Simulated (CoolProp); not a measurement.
Vapour pressure (bar) of R124: the reference equation beside estimates from Tc = 122.3 °C, pc = 36.24 bar, ω = 0.288.

Computed with CoolProp (reference Helmholtz-energy equation of state, de Vries 1995).

```json
[
 {"T (°C)": "-10.05", "reference": "1.097", "Lee-Kesler": "1.092", "Peng-Robinson": "1.097"},
 {"T (°C)": "-2.85", "reference": "1.462", "Lee-Kesler": "1.459", "Peng-Robinson": "1.459"},
 {"T (°C)": "4.25", "reference": "1.908", "Lee-Kesler": "1.909", "Peng-Robinson": "1.901"},
 {"T (°C)": "11.35", "reference": "2.453", "Lee-Kesler": "2.458", "Peng-Robinson": "2.441"},
 {"T (°C)": "18.45", "reference": "3.110", "Lee-Kesler": "3.119", "Peng-Robinson": "3.093"},
 {"T (°C)": "25.55", "reference": "3.892", "Lee-Kesler": "3.907", "Peng-Robinson": "3.871"},
 {"T (°C)": "32.65", "reference": "4.815", "Lee-Kesler": "4.835", "Peng-Robinson": "4.790"},
 {"T (°C)": "39.85", "reference": "5.910", "Lee-Kesler": "5.935", "Peng-Robinson": "5.883"},
 {"T (°C)": "46.95", "reference": "7.163", "Lee-Kesler": "7.191", "Peng-Robinson": "7.136"},
 {"T (°C)": "54.05", "reference": "8.604", "Lee-Kesler": "8.633", "Peng-Robinson": "8.582"}
]
```

Absolute difference from the reference over all 10 rows, mean and median: Lee-Kesler 0.3 and 0.4 %, Peng-Robinson 0.4 and 0.4 %.
